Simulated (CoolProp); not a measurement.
Computed with CoolProp (reference Helmholtz-energy equation of state, Lemmon 2006). It is a short technical equation, of lower accuracy than the large ones.

**Question.** For carbonyl sulfide, give the phase and the Joule-Thomson coefficient (K/MPa) at 418.3 K and 0.831 bar; 359.7 K and 0.271 bar.

**Answer.** 
- 418.3 K and 0.831 bar: gas; Joule-Thomson coefficient 9.06
- 359.7 K and 0.271 bar: gas; Joule-Thomson coefficient 12.7
